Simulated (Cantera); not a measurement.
An isothermal, constant-pressure homogeneous reactor starts with 2.78 % C3H8, 97.2 % H2, at 1973 K and 18.0 Pa.

Detailed kinetics in Cantera: GRI-Mech 3.0 (53 species, 325 reactions). GRI-Mech 3.0 was tuned for natural gas; its chemistry of propane as a main component is partial and can be far from experiment. GRI-Mech 3.0 stops at C3 and has no aromatics, soot or wall deposition, so with more carbon than oxygen in the feed, carbon stays in small species such as C2H2 where larger ones or solid carbon would form. Radical loss at walls, strong at low pressure, is not modelled.

### Question
Predict: x(H2) at 40.0 s; x(C2H4) at 40.0 s; x(C2H) at 40.0 s; x(CH2) at 40.0 s; x(CH3) at 40.0 s.

### Answer
- x(H2) at 40.0 s: 0.943 (gas-phase equilibrium 0.869)
- x(C2H4) at 40.0 s: 4.91e-7 (gas-phase equilibrium 4.46e-8)
- x(C2H) at 40.0 s: 1.30e-5 (gas-phase equilibrium 6.77e-5)
- x(CH2) at 40.0 s: 1.11e-6 (gas-phase equilibrium 1.49e-7)
- x(CH3) at 40.0 s: 4.35e-5 (gas-phase equilibrium 1.07e-6)
